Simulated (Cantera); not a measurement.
**Premixed flame**

A freely propagating, adiabatic, planar premixed flame of 24.6 % H2, 19.8 % O2, 55.6 % N2, unburnt at 300 K and 7500 Torr; multicomponent+Soret transport, grid criteria slope 0.08 and curve 0.16, no radiation.

Computed with Cantera and the H2/O2 subset of GRI-Mech 3.0, which has no nitrogen chemistry. The hydrogen kinetics of GRI-Mech 3.0 are dated; newer H2 mechanisms differ, most at raised pressure. Burning velocities carry a grid error of a few per cent, more on coarse grids. Lean hydrogen flames are cellular in practice and burn faster than this planar one.

| z (mm) | T (K) | u (m/s) | x H2 | x O2 | x H2O | x O | x HO2 | x H2O2 |
|---|---|---|---|---|---|---|---|---|
| -0.104 | 300 | 0.586 | 0.242 | 0.199 | 7.54e-6 | <1e-8 | 1.54e-8 | 2.90e-8 |
| -0.0694 | 302 | 0.581 | 0.231 | 0.202 | 0.000116 | <1e-8 | 2.71e-7 | 5.12e-7 |
| -0.0520 | 311 | 0.584 | 0.211 | 0.207 | 0.000891 | <1e-8 | 2.45e-6 | 4.52e-6 |
| -0.0347 | 371 | 0.664 | 0.165 | 0.216 | 0.00889 | 3.65e-8 | 3.62e-5 | 5.24e-5 |
| -0.0173 | 756 | 1.30 | 0.0981 | 0.203 | 0.0647 | 8.87e-6 | 0.000662 | 0.000342 |
| -0.00867 | 1173 | 2.00 | 0.0649 | 0.172 | 0.126 | 0.000226 | 0.00108 | 0.000334 |
| 0 | 1569 | 2.68 | 0.0339 | 0.135 | 0.190 | 0.00136 | 0.000605 | 2.29e-5 |
| 0.00867 | 1806 | 3.09 | 0.0149 | 0.110 | 0.231 | 0.00229 | 0.000271 | 5.48e-6 |
| 0.0173 | 1927 | 3.31 | 0.00704 | 0.0985 | 0.249 | 0.00221 | 0.000135 | 3.70e-6 |
| 0.0347 | 2025 | 3.47 | 0.00247 | 0.0930 | 0.261 | 0.00126 | 4.95e-5 | 2.16e-6 |
| 0.0694 | 2073 | 3.55 | 0.000697 | 0.0921 | 0.266 | 0.000428 | 1.54e-5 | 1.11e-6 |
| 0.139 | 2088 | 3.57 | 0.000228 | 0.0923 | 0.268 | 0.000169 | 7.44e-6 | 7.08e-7 |
| 0.277 | 2090 | 3.57 | 0.000159 | 0.0924 | 0.268 | 0.000128 | 6.37e-6 | 6.41e-7 |
x: mole fraction of selected species; z is measured from the peak of heat release.

| Item | Result |
|---|---|
| laminar burning velocity | 58.8 cm/s |
| thermal thickness | 0.0347 mm |
| peak x(O) | 0.00236 |
| peak x(HO2) | 0.00110 |
| peak x(H2O2) | 0.000403 |
| grid points | 119 |
